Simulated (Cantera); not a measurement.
A Cantera script and what it prints.

```python
import numpy as np
import cantera as ct

gas_names = [...]  # 110 gases of nasa_gas.yaml made of C, H, O
cond_names = """
    C(gr) C6H6(L) C7H8(L) C8H18(L),n-octa H2O(s) H2O(L)
""".split()


# ... load() reads the species with a 1 bar reference pressure and builds the phases ...
atoms = {
    'CO2': {'C': 1, 'O': 2},
    'O2': {'O': 2},
    'H2': {'H': 2},
}
top_T = {'C(gr)': 4500}  # K; cautious upper limits of use, not melting points


# ... equilibrate(T, P, feed) seeds the gas with the atoms and calls Mixture.equilibrate('TP', solver="vcs", rtol=1e-11, max_steps=5000) ...
results = []
T = 2750  # K
P = 12000  # Pa
for m in [0.59, 2, 3.4, 4.8, 6.2, 7.7, 9.1, 10, 12, 13, 15, 16]:
    feed = {'CO2': 1, 'O2': 0.024, 'H2': m}  # mol
    mix = equilibrate(T, P, feed)
    results.append((T, P, feed, dict(zip(mix.species_names, mix.species_moles))))

top = {s: max(r[3][s] / sum(r[3][g] for g in gas_names) for r in results) for s in gas_names}
cols = sorted((s for s in top if top[s] > 0.0001), key=lambda s: -top[s])[:8]
seen = [c for c in cond_names if any(r[3].get(c, 0) > 1e-12 for r in results)]
print("log10 of partial pressures in bar; condensed amounts in mol")
print(f"{'n(H2)':>10s}" + "".join(f"{s[:9]:>10s}" for s in cols + seen))
for T, P, feed, n in results:
    ng = sum(n[g] for g in gas_names)
    print(f"{feed['H2']:10.4g}" + "".join(f"{np.log10(max(n[s] / ng * P / 1e5, 1e-99)):10.3f}" for s in cols)
          + "".join(f"{n.get(c, 0):10.4g}" for c in seen))
```

Output:

```
log10 of partial pressures in bar; condensed amounts in mol
     n(H2)        H2        CO       H2O       CO2         H        OH        O2         O
      0.59    -2.166    -1.372    -1.572    -1.614    -2.248    -2.226    -2.308    -2.506
         2    -1.449    -1.483    -1.515    -2.384    -1.889    -2.526    -3.627    -3.166
       3.4    -1.267    -1.625    -1.644    -2.837    -1.798    -2.747    -4.249    -3.476
       4.8    -1.191    -1.737    -1.753    -3.134    -1.760    -2.893    -4.618    -3.661
       6.2    -1.149    -1.828    -1.841    -3.355    -1.740    -3.002    -4.878    -3.791
       7.7    -1.122    -1.908    -1.920    -3.542    -1.726    -3.095    -5.091    -3.898
       9.1    -1.104    -1.971    -1.983    -3.686    -1.717    -3.167    -5.252    -3.978
        10    -1.095    -2.008    -2.019    -3.767    -1.712    -3.207    -5.342    -4.023
        12    -1.080    -2.080    -2.090    -3.925    -1.705    -3.286    -5.514    -4.109
        13    -1.075    -2.111    -2.121    -3.994    -1.702    -3.320    -5.588    -4.146
        15    -1.066    -2.169    -2.179    -4.117    -1.698    -3.382    -5.721    -4.212
        16    -1.062    -2.195    -2.205    -4.173    -1.696    -3.409    -5.780    -4.242
```

These are equilibrium values from Cantera (NASA tables, ideal gas, pure condensed phases), not measurements of a reactor.
